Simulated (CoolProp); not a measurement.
Computed with CoolProp (reference Helmholtz-energy equation of state, Thol 2017).

Give the vapour pressure (kPa), liquid density (kg/m³), vapour Z of saturated octamethyltrisiloxane (MDM) at 435.6, 482.2 K.


```csv
T (K),p (kPa),liquid density (kg/m³),vapour Z
435.6,131,662,0.911
482.2,361,595,0.814
```
